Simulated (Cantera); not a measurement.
Equilibrium for chlorosilane synthesis and conversion: SiCl4 + H2

Charge: 1 mol SiCl4, 0.91 mol H2, held at 573 K and 0.220 bar.

These are equilibrium values from Cantera (NASA tables, ideal gas, pure condensed phases), not measurements of a reactor. Candidate condensed phases: Si; 19 gas species. Rates play no part.

- x(SiCl4) = 0.522
- x(H2) = 0.475
- x(HCl) = 0.00187
- x(SiHCl3) = 0.00187
- gas amount = 1.910 mol
- log10 activity of Si(s) (absent) = -7.16
